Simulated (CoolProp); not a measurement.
Vapour-liquid equilibrium of R125 (1) + R1234yf (2) at 234.4 K; x and y are mole fractions of (1).

Model: multi-fluid Helmholtz-energy mixture model, Lemmon 2005 and Lemmon 2022; pair parameters Bell 2023, in CoolProp.

Task: Give the bubble pressure and the first vapour's composition at x = 0.5, 0.8, 0.95. Is there an azeotrope?

Result: x = 0.5: 111.4 kPa, y = 0.694; x = 0.8: 138.6 kPa, y = 0.899; x = 0.95: 152.3 kPa, y = 0.977. No azeotrope shows between x = 0.05 and 0.95.

The pair parameters rest on a limited set of measurements; away from them the model extrapolates.
